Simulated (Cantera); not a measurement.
Premixed flame

A freely propagating, adiabatic, planar premixed flame of 18.1 % H₂, 16.5 % O₂, 62.0 % N₂, 3.44 % H₂O, equivalence ratio 0.55, unburnt at 625 K and 960000 Pa; mixture-averaged transport, grid criteria slope 0.08 and curve 0.16, no radiation.

Model: the H2/O2 subset of GRI-Mech 3.0, which has no nitrogen chemistry, integrated in Cantera. The hydrogen kinetics of GRI-Mech 3.0 are dated; newer H2 mechanisms differ, most at raised pressure. Burning velocities carry a grid error of a few per cent, more on coarse grids. Lean hydrogen flames are cellular in practice and burn faster than this planar one.

```json
[
 {"z (mm)": "-0.147", "T (K)": "626", "u (m/s)": "0.900", "x H₂": "0.174", "x O₂": "0.166", "x H₂O": "0.0349", "x H": "<1e-8", "x H₂O₂": "3.91e-7", "x HO₂": "3.20e-7"},
 {"z (mm)": "-0.0978", "T (K)": "634", "u (m/s)": "0.898", "x H₂": "0.161", "x O₂": "0.168", "x H₂O": "0.0365", "x H": "<1e-8", "x H₂O₂": "3.90e-6", "x HO₂": "3.19e-6"},
 {"z (mm)": "-0.0733", "T (K)": "652", "u (m/s)": "0.910", "x H₂": "0.146", "x O₂": "0.170", "x H₂O": "0.0399", "x H": "<1e-8", "x H₂O₂": "1.64e-5", "x HO₂": "1.38e-5"},
 {"z (mm)": "-0.0489", "T (K)": "715", "u (m/s)": "0.975", "x H₂": "0.119", "x O₂": "0.172", "x H₂O": "0.0513", "x H": "<1e-8", "x H₂O₂": "7.26e-5", "x HO₂": "6.77e-5"},
 {"z (mm)": "-0.0244", "T (K)": "981", "u (m/s)": "1.30", "x H₂": "0.0733", "x O₂": "0.159", "x H₂O": "0.0944", "x H": "7.35e-6", "x H₂O₂": "0.000315", "x HO₂": "0.000503"},
 {"z (mm)": "-0.0122", "T (K)": "1269", "u (m/s)": "1.67", "x H₂": "0.0458", "x O₂": "0.138", "x H₂O": "0.138", "x H": "0.000214", "x H₂O₂": "0.000246", "x HO₂": "0.000733"},
 {"z (mm)": "0", "T (K)": "1560", "u (m/s)": "2.05", "x H₂": "0.0220", "x O₂": "0.113", "x H₂O": "0.182", "x H": "0.000849", "x H₂O₂": "1.45e-5", "x HO₂": "0.000429"},
 {"z (mm)": "0.0122", "T (K)": "1735", "u (m/s)": "2.28", "x H₂": "0.00895", "x O₂": "0.0961", "x H₂O": "0.208", "x H": "0.000902", "x H₂O₂": "4.41e-6", "x HO₂": "0.000202"},
 {"z (mm)": "0.0244", "T (K)": "1819", "u (m/s)": "2.39", "x H₂": "0.00390", "x O₂": "0.0895", "x H₂O": "0.219", "x H": "0.000536", "x H₂O₂": "2.92e-6", "x HO₂": "0.000103"},
 {"z (mm)": "0.0489", "T (K)": "1878", "u (m/s)": "2.47", "x H₂": "0.00113", "x O₂": "0.0865", "x H₂O": "0.226", "x H": "0.000138", "x H₂O₂": "1.58e-6", "x HO₂": "3.47e-5"},
 {"z (mm)": "0.0978", "T (K)": "1901", "u (m/s)": "2.50", "x H₂": "0.000248", "x O₂": "0.0862", "x H₂O": "0.228", "x H": "1.83e-5", "x H₂O₂": "6.94e-7", "x HO₂": "9.00e-6"},
 {"z (mm)": "0.196", "T (K)": "1908", "u (m/s)": "2.50", "x H₂": "6.28e-5", "x O₂": "0.0863", "x H₂O": "0.229", "x H": "3.23e-6", "x H₂O₂": "3.56e-7", "x HO₂": "3.47e-6"},
 {"z (mm)": "0.391", "T (K)": "1909", "u (m/s)": "2.51", "x H₂": "3.74e-5", "x O₂": "0.0863", "x H₂O": "0.229", "x H": "1.75e-6", "x H₂O₂": "2.89e-7", "x HO₂": "2.70e-6"}
]
```
x: mole fraction of selected species; z is measured from the peak of heat release.

The laminar burning velocity comes out as 90.5 cm/s. The thermal thickness is 0.0489 mm and the peak x(H) is 0.000981. The peak x(H₂O₂) is 0.000349 and the peak x(HO₂) is 0.000742. The grid points comes out as 108.
